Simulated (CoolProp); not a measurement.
Carbonyl sulfide along the isotherm 321.85 °C: Z from the reference equation and from simpler models built on Tc = 105.6 °C, pc = 6.369 MPa, ω = 0.098; each cubic takes its own stable root.

Model: reference Helmholtz-energy equation of state, Lemmon 2006, in CoolProp. It is a short technical equation, of lower accuracy than the large ones.

| p (MPa) | phase | reference |
|---|---|---|
| 3.98 | gas | 0.9553 |
| 7.96 | supercritical | 0.9146 |
| 11.9 | supercritical | 0.8804 |
| 15.9 | supercritical | 0.8542 |
| 19.9 | supercritical | 0.8387 |
| 23.9 | supercritical | 0.8350 |
| 27.9 | supercritical | 0.8422 |
| 31.8 | supercritical | 0.8581 |

How far does each simpler model (van der Waals, Redlich-Kwong, Soave-Redlich-Kwong, Peng-Robinson) lie from the reference over these 8 states: mean and median of the absolute difference, and the worst?


- van der Waals: mean 3.9 %, median 4.0 %, worst -6.8 % at 321.85 °C and 15.9 MPa
- Redlich-Kwong: mean 0.8 %, median 0.7 %, worst -1.3 % at 321.85 °C and 11.9 MPa
- Soave-Redlich-Kwong: mean 4.1 %, median 4.4 %, worst +6.9 % at 321.85 °C and 31.8 MPa
- Peng-Robinson: mean 0.7 %, median 0.6 %, worst -1.2 % at 321.85 °C and 7.96 MPa
